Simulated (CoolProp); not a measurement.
Vapour-liquid equilibrium of R143a (1) + dimethyl ether (2) at 0.22 MPa; x and y are mole fractions of (1).

Computed with CoolProp (multi-fluid Helmholtz-energy mixture model, Lemmon and Jacobsen 2000 and Wu 2011; pair parameters Bell 2016).

```csv
x,"bubble temperature, mixture model (K)","bubble temperature, Raoult's law (K)","y, mixture model","y, Raoult's law"
0.05,265.6,266.0,0.120,0.112
0.2,260.0,261.0,0.387,0.379
0.35,255.7,256.8,0.570,0.573
0.5,252.2,253.2,0.704,0.717
0.65,249.3,250.0,0.809,0.827
0.8,246.8,247.1,0.898,0.913
0.95,244.5,244.5,0.976,0.981
```

The largest gap from Raoult's law is -1.1 K in bubble temperature, at x = 0.35. No azeotrope shows between x = 0.05 and 0.95.

The pair parameters rest on a limited set of measurements; away from them the model extrapolates.
